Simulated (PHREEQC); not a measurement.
Make-up at 25 °C: 0.096 mol/kgw CuSO4, 9e-05 mol/kgw H2SO4 and 0.018 mol/kgw Na2SO4. Closed to the air; pH follows from the charge balance.

The numbers come from PHREEQC with the ion-association model, wateq4f.dat.

Task: The ionic strength comes out as 0.237 mol/kgw. What activity coefficients do SO4-2, Na+, HSO4-, H+, NaSO4- get?

Result: SO4-2 0.27, Na+ 0.73, HSO4- 0.72, H+ 0.79, NaSO4- 0.74.

This is a speciation only: nothing precipitates in the calculation. Examples of supersaturated solids here: Antlerite, Brochantite. Others may be too.
